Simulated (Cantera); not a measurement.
An adiabatic, constant-pressure homogeneous reactor starts with 6.88 % C3H8, 19.5 % O2, 73.6 % N2, equivalence ratio 1.8, at 1425 K and 0.987 atm.

Cantera simulation using GRI-Mech 3.0 (53 species, 325 reactions); the numbers are that mechanism's predictions, not measurements. GRI-Mech 3.0 was tuned for natural gas; its chemistry of propane as a main component is partial and can be far from experiment.

x: mole fraction; the columns are a selection and need not sum to one.

```
t (s)     T (K)  x C3H8      x O2     x OH     x NO2     x CH3     x CO     x C2H
--------  -----  ------  --------  -------  --------  --------  -------  --------
7.00e-6    1422  0.0682     0.195  3.95e-6    <1e-12         ?  1.06e-6    <1e-12
2.83e-5    1418  0.0646     0.193  9.12e-6    <1e-12         ?  9.49e-5  3.72e-12
0.000114   1429  0.0458     0.181  2.41e-5  1.84e-12         ?  0.00291  4.15e-10
0.000461   2619  <1e-12  0.000190  0.00406   6.69e-9  4.51e-12    0.141    <1e-12
0.00186    2625  <1e-12  0.000169  0.00385   9.62e-9  5.05e-12    0.142    <1e-12
0.00752    2624  <1e-12  0.000166  0.00382   1.44e-8  5.11e-12    0.142    <1e-12
0.0304     2623  <1e-12  0.000166  0.00381   1.53e-8  5.12e-12    0.142    <1e-12
0.123      2623  <1e-12  0.000166  0.00381   1.53e-8  5.12e-12    0.142    <1e-12
0.495      2623  <1e-12  0.000166  0.00381   1.53e-8  5.12e-12    0.142    <1e-12
2.00       2623  <1e-12  0.000166  0.00381   1.53e-8  5.12e-12    0.142    <1e-12
```

### Question
Fill in the missing entries.

### Answer

- 7.00e-6, x CH3: 0.000490
- 2.83e-5, x CH3: 0.00134
- 0.000114, x CH3: 0.00149
